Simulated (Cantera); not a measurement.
A perfectly stirred reactor is fed with 14.4 % CH4, 18.0 % O2, 67.6 % N2, equivalence ratio 1.6, at 10.0 bar; it is adiabatic with a 775 K inlet, and is followed from long to short residence time, starting on the burning branch (τ in s: 0.067, 0.034, 0.018, 0.0091, 0.0047, 0.0024, 0.0012, 0.00063, 0.00033, 0.00017, 8.6e-05, 4.4e-05).

Model: GRI-Mech 3.0 (53 species, 325 reactions), integrated in Cantera.

x: mole fraction; the columns are a selection and need not sum to one.

```csv
τ (s),T (K),x CH4,x O2,x CH3,x H,x CH2,x CO2,x N2O
0.067,2187,0.000258,2.39e-5,2.76e-5,0.000547,2.01e-7,0.0318,5.89e-9
0.034,2187,0.000466,4.60e-5,5.07e-5,0.000556,3.80e-7,0.0319,8.55e-9
0.018,2189,?,?,?,0.000566,?,0.0321,?
0.0091,2191,0.00128,0.000162,0.000149,0.000580,1.22e-6,0.0323,1.58e-8
0.0047,2193,0.00195,0.000302,0.000238,0.000598,2.10e-6,0.0327,1.85e-8
0.0024,2195,0.00281,0.000561,0.000367,0.000621,3.54e-6,0.0332,1.96e-8
0.0012,2196,0.00388,0.00105,0.000550,0.000649,5.87e-6,0.0336,1.94e-8
0.00063,2193,0.00507,0.00188,0.000777,0.000676,9.09e-6,0.0339,1.93e-8
0.00033,2183,?,?,?,0.000698,?,0.0337,2.05e-8
0.00017,2160,0.00869,0.00621,0.00146,0.000699,1.89e-5,0.0326,2.52e-8
8.6e-5,2101,0.0129,0.0130,0.00197,0.000618,2.23e-5,0.0293,4.14e-8
4.4e-5,775,0.144,0.180,1.80e-12,<1e-12,<1e-12,<1e-12,<1e-12
```

Problem. Some entries are withheld; supply them.

Solution. 
- 0.018, x CH4: 0.000780
- 0.018, x O2: 8.48e-5
- 0.018, x CH3: 8.71e-5
- 0.018, x CH2: 6.77e-7
- 0.018, x N2O: 1.19e-8
- 0.00033, x CH4: 0.00656
- 0.00033, x O2: 0.00335
- 0.00033, x CH3: 0.00107
- 0.00033, x CH2: 1.35e-5
